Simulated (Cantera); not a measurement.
An isothermal, constant-pressure homogeneous reactor starts with CO : O2 : H2O : N2 : H2 = 0.0032 : 0.0064 : 0.00051 : 1 : 0.0076 (molar parts), equivalence ratio 0.84, at 1275 K and 0.133 bar.

Cantera simulation using GRI-Mech 3.0 (53 species, 325 reactions); the numbers are that mechanism's predictions, not measurements.

x: mole fraction; the columns are a selection and need not sum to one.

| t (s) | x CO | x O2 | x H2O | x H2O2 | x H |
|---|---|---|---|---|---|
| 0.000200 | 0.00314 | 0.00629 | 0.000501 | <1e-12 | 4.14e-10 |
| 0.000632 | 0.00314 | 0.00629 | 0.000501 | 2.52e-12 | 2.65e-9 |
| 0.00200 | 0.00314 | 0.00629 | 0.000501 | 1.70e-11 | ___ |
| 0.00632 | 0.00289 | 0.00402 | 0.00386 | 2.18e-8 | 0.00281 |
| 0.0200 | 0.00114 | 0.00236 | 0.00534 | 1.53e-8 | 0.00323 |
| 0.0632 | 0.000522 | 0.00173 | 0.00649 | 1.58e-8 | 0.00148 |
| 0.200 | 0.000226 | 0.00126 | 0.00748 | 1.28e-8 | 0.000334 |
| 0.632 | ___ | 0.00104 | 0.00789 | ___ | ___ |
| 2.00 | 9.06e-6 | 0.000992 | 0.00799 | 1.07e-9 | 2.15e-6 |

Task: What belongs in the gaps?

Result: 
- 0.00200, x H: 1.29e-7
- 0.632, x CO: 5.85e-5
- 0.632, x H2O2: 5.38e-9
- 0.632, x H: 3.71e-5
